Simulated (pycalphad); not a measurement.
**Effect of Si content in Mg-Si-Al-Cu**

Source of the numbers: pycalphad with the COST 507 light-alloy database (1999); pressure 1 atm. The data set is of 1999 and partly superseded. Not assessed as a whole: an extrapolation from subsystems, which can miss ternary compounds. Amounts are mole fractions of atoms.

```csv
alloy,liquidus (K),first solid,solidus (K),phases at 525 K
Mg-2.053Si-2.989Al-8.004Cu (wt.%),902,MG2SI,794,"HCP_A3 0.85, LAVES_C36 0.09, MG2SI 0.06"
Mg-2.727Si-2.987Al-7.997Cu (wt.%),932,MG2SI,794,"HCP_A3 0.83, LAVES_C36 0.09, MG2SI 0.07"
Mg-4.083Si-2.981Al-7.982Cu (wt.%),981,MG2SI,794,"HCP_A3 0.80, MG2SI 0.11, LAVES_C36 0.09"
Mg-5.434Si-2.976Al-7.967Cu (wt.%),1020,MG2SI,795,"HCP_A3 0.76, MG2SI 0.15, LAVES_C36 0.09"
Mg-8.121Si-2.965Al-7.938Cu (wt.%),?,MG2SI,794,?
Mg-10.79Si-2.954Al-7.909Cu (wt.%),1134,MG2SI,794,"HCP_A3 0.61, MG2SI 0.30, LAVES_C36 0.09"
```

### Question
What belongs in the gaps?

### Answer

- Mg-8.121Si-2.965Al-7.938Cu (wt.%), liquidus (K): 1083
- Mg-8.121Si-2.965Al-7.938Cu (wt.%), phases at 525 K: HCP_A3 0.68, MG2SI 0.22, LAVES_C36 0.09

Database names, with the compositions (at.%) that they take in these runs: MG2SI: Mg 67 Si 33; LAVES_C36: Cu 35 Mg 33 Al 31. HCP_A3 is hcp.
